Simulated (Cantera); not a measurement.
Cantera run, input and output.

```python
import numpy as np
import cantera as ct

gas = ct.Solution("gri30.yaml")
gas.TPX = 1498, 47000, {'CH4': 1, 'CO': 0.42, 'O2': 5.26, 'N2': 19.8}
reactor = ct.IdealGasReactor(gas, energy="on", clone=False)
net = ct.ReactorNet([reactor])
net.rtol, net.atol = 1e-08, 1e-16
show = ['CH4', 'CO', 'O2', 'C2H6', 'CH3', 'C2H', 'NO2']
times = np.geomspace(3e-06, 0.5, 13)

steps = ct.SolutionArray(gas, extra=["t"])
rows = []
print(f"{'t/s':>10s}{'T/K':>9s}{'P/Pa':>11s}" + "".join(f"{s:>11s}" for s in show))
for t in times:
    while net.time < t:
        t_next = net.step()
        steps.append(gas.state, t=t_next)
    rows.append([np.interp(t, steps.t, y) for y in (steps.T, steps.P, *steps(*show).X.T)])
    print(f"{t:10.3e}{rows[-1][0]:9.1f}{rows[-1][1]:11.4g}" + "".join(f"{x:11.3e}" for x in rows[-1][2:]))
rate = np.gradient(steps.T, steps.t)
print("integrator steps:", len(steps.t))
if steps.T.max() > steps.T[0] + 200:
    print(f"time of steepest temperature rise: {steps.t[rate.argmax()]:.4e} s")
gas.TPX = 1498, 47000, {'CH4': 1, 'CO': 0.42, 'O2': 5.26, 'N2': 19.8}
gas.equilibrate("UV")
print(f"equilibrium (UV): T = {gas.T:.1f} K  " + "  ".join(f"{s} {gas[s].X[0]:.3e}" for s in show))
```

It prints:

```
       t/s      T/K       P/Pa        CH4         CO         O2       C2H6        CH3        C2H        NO2
 3.000e-06   1498.0    4.7e+04  3.776e-02  1.586e-02  1.986e-01  2.657e-14  7.367e-08  5.154e-28  2.902e-23
 8.171e-06   1498.0    4.7e+04  3.776e-02  1.586e-02  1.986e-01  8.040e-13  2.488e-07  1.538e-26  1.152e-21
 2.226e-05   1498.0    4.7e+04  3.776e-02  1.586e-02  1.986e-01  2.326e-11  7.962e-07  1.137e-24  3.354e-20
 6.062e-05   1498.0    4.7e+04  3.776e-02  1.586e-02  1.986e-01  6.241e-10  2.513e-06  1.628e-22  8.144e-19
 1.651e-04   1498.0    4.7e+04  3.775e-02  1.586e-02  1.986e-01  1.959e-08  8.966e-06  3.544e-20  2.039e-17
 4.497e-04   1498.1    4.7e+04  3.769e-02  1.586e-02  1.986e-01  1.027e-06  4.402e-05  2.125e-17  6.663e-16
 1.225e-03   1506.8  4.729e+04  3.595e-02  1.602e-02  1.974e-01  1.746e-04  4.539e-04  7.582e-13  1.614e-13
 3.336e-03   2483.5  7.803e+04  2.636e-19  5.576e-03  1.128e-01  2.002e-36  3.556e-18  2.608e-24  7.534e-07
 9.086e-03   2477.8  7.783e+04  2.464e-19  5.405e-03  1.110e-01  1.747e-36  3.255e-18  2.216e-24  2.985e-06
 2.475e-02   2467.3  7.747e+04  2.214e-19  5.202e-03  1.082e-01  1.444e-36  2.848e-18  1.733e-24  6.425e-06
 6.740e-02   2461.1  7.725e+04  2.075e-19  5.084e-03  1.066e-01  1.285e-36  2.627e-18  1.493e-24  8.431e-06
 1.836e-01   2460.6  7.724e+04  2.065e-19  5.074e-03  1.064e-01  1.273e-36  2.610e-18  1.476e-24  8.589e-06
 5.000e-01   2460.6  7.724e+04  2.065e-19  5.074e-03  1.064e-01  1.273e-36  2.610e-18  1.476e-24  8.590e-06
integrator steps: 1783
time of steepest temperature rise: 1.5724e-03 s
equilibrium (UV): T = 2460.6 K  CH4 3.113e-19  CO 5.074e-03  O2 1.064e-01  C2H6 2.578e-36  CH3 3.936e-18  C2H 1.603e-24  NO2 8.590e-06
```

Model: GRI-Mech 3.0 (53 species, 325 reactions), integrated in Cantera.
